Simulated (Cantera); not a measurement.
Cantera run:

```python
import numpy as np
import cantera as ct

gas_names = """
    AL ALCL ALCL2 ALCL3 ALH AL2 AL2CL6 CL CL2 H HCL H2
""".split()
cond_names = """
    AL(cr) AL(L) ALCL3(s) ALCL3(L)
""".split()


# ... load() reads the species with a 1 bar reference pressure and builds the phases ...
atoms = {
    'Al': {'AL': 1},
    'Cl2': {'CL': 2},
    'H2': {'H': 2},
    'HCl': {'H': 1, 'CL': 1},
}
top_T = {}  # K; cautious upper limits of use, not melting points


# ... equilibrate(T, P, feed) seeds the gas with the atoms and calls Mixture.equilibrate('TP', solver="vcs", rtol=1e-11, max_steps=5000) ...
results = []
feed = {'Al': 1, 'Cl2': 0.49, 'H2': 0.68, 'HCl': 8.5}  # mol
P = 11  # Pa
for T in [848, 948, 1048, 1148, 1248, 1348, 1448]:
    mix = equilibrate(T, P, feed)
    results.append((T, P, feed, dict(zip(mix.species_names, mix.species_moles))))

top = {s: max(r[3][s] / sum(r[3][g] for g in gas_names) for r in results) for s in gas_names}
cols = sorted((s for s in top if top[s] > 1e-05), key=lambda s: -top[s])[:6]
seen = [c for c in cond_names if any(r[3].get(c, 0) > 1e-12 for r in results)]
print("log10 of partial pressures in bar; condensed amounts in mol")
print(f"{'T/K':>10s}" + "".join(f"{s[:9]:>10s}" for s in cols + seen))
for T, P, feed, n in results:
    ng = sum(n[g] for g in gas_names)
    print(f"{T:10.4g}" + "".join(f"{np.log10(max(n[s] / ng * P / 1e5, 1e-99)):10.3f}" for s in cols)
          + "".join(f"{n.get(c, 0):10.4g}" for c in seen))
```

Result:

```
log10 of partial pressures in bar; condensed amounts in mol
       T/K       HCL        H2     ALCL3     ALCL2      ALCL        CL
       848    -4.109    -4.693    -4.921   -11.327   -14.914   -12.481
       948    -4.109    -4.693    -4.921    -9.981   -12.696   -11.064
      1048    -4.109    -4.693    -4.921    -8.896   -10.908    -9.914
      1148    -4.109    -4.693    -4.921    -8.004    -9.436    -8.962
      1248    -4.109    -4.694    -4.923    -7.260    -8.207    -8.161
      1348    -4.108    -4.698    -4.933    -6.638    -7.175    -7.474
      1448    -4.105    -4.714    -4.970    -6.143    -6.336    -6.872
```

Method: chemical equilibrium by Gibbs-energy minimisation in Cantera with the NASA 1993 tables (ideal gas, pure condensed phases). The tables' values for AlCl2 are old estimates; treat these amounts as uncertain.
